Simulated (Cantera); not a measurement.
**SiH₄ + NH₃ + H₂ (silicon nitride deposition)**

A closed system holds: 1 mol SiH₄, a varied amount of NH₃, 27 mol H₂, equilibrated at 3.15 Torr.

Equilibrium computed with Cantera from the NASA thermochemical tables; the gas is ideal and each condensed phase is pure. Candidate condensed phases: Si, Si₃N₄; 18 gas species. Mutual solubility and eutectic melting of coexisting phases are not modelled. The numbers say what is thermodynamically allowed, not how fast it happens.

Stable condensed phases:

```
T in K \ n(NH₃) in mol
         0.94  1.4  1.9  2.5    3  3.5    4  4.5    5  5.5
   2075     A    A    A    A    A    A    B    B    B    B
   1925     A    A    A    A    A    A    A    A    A    A
   1775     A    A    A    A    A    A    A    A    A    A
   1625     A    A    A    A    A    A    A    A    A    A
   1475     C    C    D    D    D    D    D    D    D    D
   1325     C    D    D    D    D    D    D    D    D    D
   1175     C    D    D    D    D    D    D    D    D    D
   1025     C    D    D    D    D    D    D    D    D    D
    875     C    D    D    D    D    D    D    D    D    D
    725     C    D    D    D    D    D    D    D    D    D
```

A: Si; B: gas only; C: Si + Si₃N₄; D: Si₃N₄.
